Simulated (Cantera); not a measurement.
Cantera run, input and output.

```python
import numpy as np
import cantera as ct

gas = ct.Solution("h2o2.yaml")
gas.TPX = 1100, 280, {'H2': 0.032, 'O2': 1}
reactor = ct.IdealGasConstPressureReactor(gas, energy="off", clone=False)
net = ct.ReactorNet([reactor])
net.rtol, net.atol = 1e-08, 1e-18
show = ['H2', 'O2', 'H2O2', 'O', 'H', 'H2O']
times = np.geomspace(4e-06, 5, 14)

steps = ct.SolutionArray(gas, extra=["t"])
rows = []
print(f"{'t/s':>10s}{'T/K':>9s}{'P/Pa':>11s}" + "".join(f"{s:>11s}" for s in show))
for t in times:
    while net.time < t:
        t_next = net.step()
        steps.append(gas.state, t=t_next)
    rows.append([np.interp(t, steps.t, y) for y in (steps.T, steps.P, *steps(*show).X.T)])
    print(f"{t:10.3e}{rows[-1][0]:9.1f}{rows[-1][1]:11.4g}" + "".join(f"{x:11.3e}" for x in rows[-1][2:]))
rate = np.gradient(steps.T, steps.t)
print("integrator steps:", len(steps.t))
if steps.T.max() > steps.T[0] + 200:
    print(f"time of steepest temperature rise: {steps.t[rate.argmax()]:.4e} s")
gas.TPX = 1100, 280, {'H2': 0.032, 'O2': 1}
gas.equilibrate("TP")
print(f"equilibrium (TP): T = {gas.T:.1f} K  " + "  ".join(f"{s} {gas[s].X[0]:.3e}" for s in show))
```

It prints:

```
       t/s      T/K       P/Pa         H2         O2       H2O2          O          H        H2O
 4.000e-06   1100.0        280  3.101e-02  9.690e-01  1.223e-18  1.755e-14  2.920e-12  4.369e-17
 1.178e-05   1100.0        280  3.101e-02  9.690e-01  1.047e-17  1.490e-13  8.500e-12  9.935e-16
 3.468e-05   1100.0        280  3.101e-02  9.690e-01  9.079e-17  1.261e-12  2.423e-11  2.464e-14
 1.021e-04   1100.0        280  3.101e-02  9.690e-01  7.847e-16  1.019e-11  6.536e-11  5.818e-13
 3.006e-04   1100.0        280  3.101e-02  9.690e-01  6.797e-15  7.468e-11  1.584e-10  1.239e-11
 8.852e-04   1100.0        280  3.101e-02  9.690e-01  5.885e-14  4.866e-10  3.799e-10  2.170e-10
 2.606e-03   1100.0        280  3.101e-02  9.690e-01  5.099e-13  4.004e-09  1.693e-09  3.789e-09
 7.674e-03   1100.0        280  3.101e-02  9.690e-01  4.475e-12  1.935e-07  6.987e-08  2.581e-07
 2.259e-02   1100.0        280  2.219e-02  9.623e-01  2.717e-08  4.571e-03  2.102e-03  6.697e-03
 6.653e-02   1100.0        280  3.541e-04  9.445e-01  1.145e-08  2.155e-02  4.267e-03  2.776e-02
 1.959e-01   1100.0        280  3.040e-04  9.479e-01  1.160e-08  1.855e-02  3.399e-03  2.837e-02
 5.767e-01   1100.0        280  2.079e-04  9.549e-01  1.216e-08  1.232e-02  1.859e-03  2.950e-02
 1.698e+00   1100.0        280  8.376e-05  9.631e-01  1.227e-08  4.831e-03  4.598e-04  3.070e-02
 5.000e+00   1100.0        280  1.740e-05  9.673e-01  9.981e-09  9.951e-04  4.310e-05  3.126e-02
integrator steps: 1082
equilibrium (TP): T = 1100.0 K  H2 8.022e-10  O2 9.685e-01  H2O2 1.482e-11  O 4.672e-08  H 1.393e-11  H2O 3.149e-02
```

Cantera simulation using the H2/O2 subset of GRI-Mech 3.0, which has no nitrogen chemistry; the numbers are that mechanism's predictions, not measurements. Radical loss at walls, strong at low pressure, is not modelled.
